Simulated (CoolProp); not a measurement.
Properties of R507A along the isotherm 226.85 °C (Tc = 70.6 °C, pc = 3.705 MPa, ω = 0.286).

Model: reference Helmholtz-energy equation of state, Lemmon 2003, in CoolProp. It is a pseudo-pure fit of the blend.

```json
[
 {"p (MPa)": "2.32", "phase": "gas", "density (kg/m³)": "58.35", "isothermal compressibility (1/MPa)": "___", "expansivity (1/kK)": "2.519", "viscosity (µPa s)": "20.5", "fugacity coefficient": "0.9462"},
 {"p (MPa)": "4.63", "phase": "supercritical", "density (kg/m³)": "122.9", "isothermal compressibility (1/MPa)": "0.2383", "expansivity (1/kK)": "3.106", "viscosity (µPa s)": "22.3", "fugacity coefficient": "0.8973"},
 {"p (MPa)": "6.95", "phase": "supercritical", "density (kg/m³)": "193.5", "isothermal compressibility (1/MPa)": "0.1626", "expansivity (1/kK)": "3.704", "viscosity (µPa s)": "25.0", "fugacity coefficient": "0.8531"},
 {"p (MPa)": "9.26", "phase": "supercritical", "density (kg/m³)": "267.5", "isothermal compressibility (1/MPa)": "0.1208", "expansivity (1/kK)": "4.194", "viscosity (µPa s)": "28.5", "fugacity coefficient": "0.8144"},
 {"p (MPa)": "11.6", "phase": "supercritical", "density (kg/m³)": "___", "isothermal compressibility (1/MPa)": "0.09164", "expansivity (1/kK)": "4.465", "viscosity (µPa s)": "32.8", "fugacity coefficient": "0.7809"},
 {"p (MPa)": "13.9", "phase": "supercritical", "density (kg/m³)": "412.0", "isothermal compressibility (1/MPa)": "0.07018", "expansivity (1/kK)": "4.476", "viscosity (µPa s)": "37.5", "fugacity coefficient": "0.7535"},
 {"p (MPa)": "16.2", "phase": "supercritical", "density (kg/m³)": "474.8", "isothermal compressibility (1/MPa)": "0.05412", "expansivity (1/kK)": "4.300", "viscosity (µPa s)": "42.5", "fugacity coefficient": "0.7315"},
 {"p (MPa)": "18.5", "phase": "supercritical", "density (kg/m³)": "___", "isothermal compressibility (1/MPa)": "0.04235", "expansivity (1/kK)": "4.031", "viscosity (µPa s)": "47.4", "fugacity coefficient": "___"},
 {"p (MPa)": "20.8", "phase": "supercritical", "density (kg/m³)": "578.4", "isothermal compressibility (1/MPa)": "0.03379", "expansivity (1/kK)": "3.739", "viscosity (µPa s)": "52.2", "fugacity coefficient": "0.7010"},
 {"p (MPa)": "23.2", "phase": "supercritical", "density (kg/m³)": "622.1", "isothermal compressibility (1/MPa)": "0.02731", "expansivity (1/kK)": "3.448", "viscosity (µPa s)": "56.8", "fugacity coefficient": "0.6912"},
 {"p (MPa)": "25.5", "phase": "supercritical", "density (kg/m³)": "658.8", "isothermal compressibility (1/MPa)": "0.02272", "expansivity (1/kK)": "3.197", "viscosity (µPa s)": "61.0", "fugacity coefficient": "0.6849"},
 {"p (MPa)": "27.8", "phase": "supercritical", "density (kg/m³)": "691.3", "isothermal compressibility (1/MPa)": "0.01925", "expansivity (1/kK)": "2.976", "viscosity (µPa s)": "64.9", "fugacity coefficient": "0.6812"},
 {"p (MPa)": "30.1", "phase": "supercritical", "density (kg/m³)": "720.2", "isothermal compressibility (1/MPa)": "0.01656", "expansivity (1/kK)": "2.782", "viscosity (µPa s)": "68.5", "fugacity coefficient": "0.6799"},
 {"p (MPa)": "32.4", "phase": "supercritical", "density (kg/m³)": "746.3", "isothermal compressibility (1/MPa)": "0.01444", "expansivity (1/kK)": "2.613", "viscosity (µPa s)": "71.9", "fugacity coefficient": "0.6805"},
 {"p (MPa)": "34.7", "phase": "supercritical", "density (kg/m³)": "769.9", "isothermal compressibility (1/MPa)": "0.01274", "expansivity (1/kK)": "2.464", "viscosity (µPa s)": "75.1", "fugacity coefficient": "0.6829"},
 {"p (MPa)": "37", "phase": "supercritical", "density (kg/m³)": "791.5", "isothermal compressibility (1/MPa)": "0.01136", "expansivity (1/kK)": "2.333", "viscosity (µPa s)": "78.1", "fugacity coefficient": "0.6869"}
]
```

Some entries are withheld; supply them.


- 2.32, isothermal compressibility (1/MPa): 0.4550
- 11.6, density (kg/m³): 342.4
- 18.5, density (kg/m³): 530.2
- 18.5, fugacity coefficient: 0.7142

Viscosity comes from a separate model (Geller 2000).
